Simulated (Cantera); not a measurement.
Input: 1 mol Cu₂O, a varied amount of H₂, equilibrated at 1975 K and 1.70 bar.

Cantera equilibrium calculation (NASA polynomials, part measured and part estimated; ideal gas, pure solids and liquids). Candidate condensed phases: Cu, CuO, Cu(OH)₂, Cu₂O, H₂O; 12 gas species. Each liquid is taken as pure. Mutual solubility and eutectic melting of coexisting phases are not modelled. Kinetics and transport are ignored.

Q: Which condensed phases are stable at each of these points (n(H₂) (mol)): 0.4, 0.57, 0.73, 0.89, 1.1, 1.2, 1.4, 1.5, 1.7, 1.9, 2, 2.2, 2.4?

A: 
```tsv
n(H₂) (mol)	condensed phases	Cu condensed (%)
0.4	Cu(l) + Cu₂O(l)	100.0
0.57	Cu(l) + Cu₂O(l)	99.9
0.73	Cu(l) + Cu₂O(l)	99.9
0.89	Cu(l) + Cu₂O(l)	99.9
1.1	Cu(l)	99.9
1.2	Cu(l)	99.9
1.4	Cu(l)	99.9
1.5	Cu(l)	99.8
1.7	Cu(l)	99.8
1.9	Cu(l)	99.8
2	Cu(l)	99.8
2.2	Cu(l)	99.8
2.4	Cu(l)	99.8
```

From 0.4 mol H₂ to 0.89 mol H₂ the condensed part is Cu(l) + Cu₂O(l). From 1.1 mol H₂ to 2.4 mol H₂ the condensed part is Cu(l).
